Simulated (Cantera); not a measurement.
Source: NASA polynomial tables (part measured, part estimated), evaluated in Cantera. Values are per mole of reaction as written; species without (g) are pure solids or liquids, kept so even where they would boil at 1 bar.

Between 2573 and 2873 K, where is each reaction favourable under standard conditions?
- 2 NO(g) + 2 SrCl2 → 2 Cl2(g) + 2 SrO + N2(g)
- 2 NO2(g) + 4 SrCl2 → 4 SrO + N2(g) + 8 Cl(g)


- 2 NO(g) + 2 SrCl2 → 2 Cl2(g) + 2 SrO + N2(g): ΔG° is 213 kJ at 2573 K and 222 kJ at 2873 K; it stays positive (K < 1). ΔH° is 139 kJ and ΔS° -29 J/K at 2873 K.
- 2 NO2(g) + 4 SrCl2 → 4 SrO + N2(g) + 8 Cl(g): ΔG° is 34 kJ at 2573 K and -149 kJ at 2873 K; it changes sign between 2623 and 2673 K. ΔH° is 1593 kJ and ΔS° 606 J/K at 2873 K.
